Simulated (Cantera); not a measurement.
Ignition delay

Mixture: CH₄ : O₂ : N₂ = 1 : 1.8 : 13.7 (molar parts), equivalence ratio 1.1, at 0.810 bar, adiabatic and at constant volume. Ignition delay is the time to a rise of 400 K.

Model: GRI-Mech 3.0 (53 species, 325 reactions), integrated in Cantera.

```tsv
T0 (K)	delay (ms)
1125	346
1225	78.1
1325	20.1
1425	5.80
1525	1.92
1625	0.751
1725	0.342
1825	0.175
```

```yaml
apparent activation energy between 1625 and 1825 K: 180 kJ/mol
```
